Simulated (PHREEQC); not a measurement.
A solution holds 0.0055 mol CuSO4, 0.013 mol HBF4 and 0.0061 mol NaCl per kg of water, at 67 °C. Closed to the air; pH follows from the charge balance.

All values are PHREEQC results (ion-association model, phreeqc.dat), not measurements.

Each row changes one thing in this solution. Precipitation was switched off in this run.

```
case                                    pH  ionic strength (mol/kgw)  HF (mol/kgw)  BF4- (mol/kgw)  Cu+2 (mol/kgw)  H3BO3 (mol/kgw)  SI of Halite (NaCl)
------------------------------------  ----  ------------------------  ------------  --------------  --------------  ---------------  -------------------
as made                               2.15                    0.0305        0.0118         0.00920         0.00456          0.00278                -6.20
temperature from 67 to 40 °C          2.07                    0.0326       0.00776          0.0103         0.00463              ___                -6.17
diluted 100-fold with water            ___                  0.000548      0.000242         1.71e-9         5.40e-5         0.000130               -10.05
CuSO4 from 0.0055 to 0.00275 mol/kgw   ___                       ___        0.0121         0.00916             ___          0.00286                -6.18
```

**Question.** What belongs in the gaps?

**Answer.** 
- temperature from 67 to 40 °C, H3BO3 (mol/kgw): 0.00183
- diluted 100-fold with water, pH: 3.57
- CuSO4 from 0.0055 to 0.00275 mol/kgw, pH: 2.09
- CuSO4 from 0.0055 to 0.00275 mol/kgw, ionic strength (mol/kgw): 0.0237
- CuSO4 from 0.0055 to 0.00275 mol/kgw, Cu+2 (mol/kgw): 0.00241

Constants without temperature data keep their 25 °C values here. Real BF4- forms and hydrolyses slowly; the run takes it at equilibrium.
